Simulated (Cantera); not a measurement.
A perfectly stirred reactor is fed with 10.0 % CH4, 1.91 % C2H6, 0.532 % C3H8, 18.4 % O2, 69.2 % N2, equivalence ratio 1.6, at 5.00 bar; it is adiabatic with a 700 K inlet, and is followed from long to short residence time, starting on the burning branch (τ in s: 0.024, 0.012, 0.006, 0.003, 0.0015, 0.00076, 0.00038, 0.00019, 9.5e-05, 4.8e-05, 2.4e-05, 1.2e-05, 6e-06).

Detailed kinetics in Cantera: GRI-Mech 3.0 (53 species, 325 reactions).

Q: Predict: blow-out, bracketed by the residence times tried; x(CH4) at τ = 24.0 ms; x(C2H6) at τ = 24.0 ms; x(C3H8) at τ = 24.0 ms; x(HCO) at τ = 24.0 ms; x(C2H4) at τ = 24.0 ms; x(CH4) at τ = 0.380 ms; x(C2H6) at τ = 0.380 ms; x(C3H8) at τ = 0.380 ms; x(HCO) at τ = 0.380 ms; x(C2H4) at τ = 0.380 ms.

A: 
| Item | Value |
|---|---|
| blow-out, bracketed by the residence times tried | burning at 95.0 µs, out at 48.0 µs |
| x(CH4) at τ = 24.0 ms | 0.000821 |
| x(C2H6) at τ = 24.0 ms | 3.92e-7 |
| x(C3H8) at τ = 24.0 ms | 5.62e-8 |
| x(HCO) at τ = 24.0 ms | 1.30e-7 |
| x(C2H4) at τ = 24.0 ms | 3.13e-6 |
| x(CH4) at τ = 0.380 ms | 0.00541 |
| x(C2H6) at τ = 0.380 ms | 3.23e-5 |
| x(C3H8) at τ = 0.380 ms | 3.10e-6 |
| x(HCO) at τ = 0.380 ms | 1.60e-6 |
| x(C2H4) at τ = 0.380 ms | 0.000231 |
